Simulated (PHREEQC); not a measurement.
# Metal-bearing waste water (model solution)

Solution (20 °C): 0.0018 mol/kgw Pb(NO3)2, 0.00015 mol/kgw NaHCO3 and 0.00033 mol/kgw Na2SO4. Closed to the air; pH follows from the charge balance.

The numbers come from PHREEQC with the ion-association model, phreeqc.dat.

Each row changes one thing in this solution. No solid was allowed to form.

```json
[
 {"case": "as made", "pH": "6.08", "ionic strength (mol/kgw)": "0.00580", "Pb+2 (mol/kgw)": "0.00155", "PbNO3+ (mol/kgw)": "5.86e-5", "PbOH+ (mol/kgw)": "2.88e-5", "Pb2OH+3 (mol/kgw)": "1.38e-6", "SI of Pb(OH)2 (Pb(OH)2)": "+0.89"},
 {"case": "temperature from 20 to 75 °C", "pH": "5.96", "ionic strength (mol/kgw)": "0.00583", "Pb+2 (mol/kgw)": "0.00156", "PbNO3+ (mol/kgw)": "5.68e-5", "PbOH+ (mol/kgw)": "2.14e-5", "Pb2OH+3 (mol/kgw)": "1.07e-6", "SI of Pb(OH)2 (Pb(OH)2)": "+2.29"},
 {"case": "temperature from 20 to 10 °C", "pH": "6.15", "ionic strength (mol/kgw)": "0.00580", "Pb+2 (mol/kgw)": "0.00154", "PbNO3+ (mol/kgw)": "5.88e-5", "PbOH+ (mol/kgw)": "3.36e-5", "Pb2OH+3 (mol/kgw)": "1.59e-6", "SI of Pb(OH)2 (Pb(OH)2)": "+0.66"},
 {"case": "diluted 100-fold with water", "pH": "6.47", "ionic strength (mol/kgw)": "6.36e-5", "Pb+2 (mol/kgw)": "1.70e-5", "PbNO3+ (mol/kgw)": "8.71e-9", "PbOH+ (mol/kgw)": "9.47e-7", "Pb2OH+3 (mol/kgw)": "3.73e-10", "SI of Pb(OH)2 (Pb(OH)2)": "-0.17"},
 {"case": "NaHCO3 left out", "pH": "5.31", "ionic strength (mol/kgw)": "0.00583", "Pb+2 (mol/kgw)": "0.00163", "PbNO3+ (mol/kgw)": "6.15e-5", "PbOH+ (mol/kgw)": "5.08e-6", "Pb2OH+3 (mol/kgw)": "2.55e-7", "SI of Pb(OH)2 (Pb(OH)2)": "-0.63"},
 {"case": "Pb(NO3)2 from 0.0018 to 0.018 mol/kgw", "pH": "5.42", "ionic strength (mol/kgw)": "0.0477", "Pb+2 (mol/kgw)": "0.0144", "PbNO3+ (mol/kgw)": "0.00319", "PbOH+ (mol/kgw)": "4.12e-5", "Pb2OH+3 (mol/kgw)": "2.87e-5", "SI of Pb(OH)2 (Pb(OH)2)": "+0.33"},
 {"case": "Na2SO4 left out", "pH": "6.06", "ionic strength (mol/kgw)": "0.00522", "Pb+2 (mol/kgw)": "0.00164", "PbNO3+ (mol/kgw)": "6.32e-5", "PbOH+ (mol/kgw)": "2.95e-5", "Pb2OH+3 (mol/kgw)": "1.48e-6", "SI of Pb(OH)2 (Pb(OH)2)": "+0.89"},
 {"case": "NaHCO3 from 0.00015 to 7.5e-05 mol/kgw", "pH": "5.99", "ionic strength (mol/kgw)": "0.00581", "Pb+2 (mol/kgw)": "0.00158", "PbNO3+ (mol/kgw)": "6.00e-5", "PbOH+ (mol/kgw)": "2.34e-5", "Pb2OH+3 (mol/kgw)": "1.15e-6", "SI of Pb(OH)2 (Pb(OH)2)": "+0.70"}
]
```

Some of these states are supersaturated (in Cerussite, Anglesite, Pb(OH)2, for instance). At this temperature some constants are extrapolated from 25 °C, and those without enthalpy data are left unchanged.
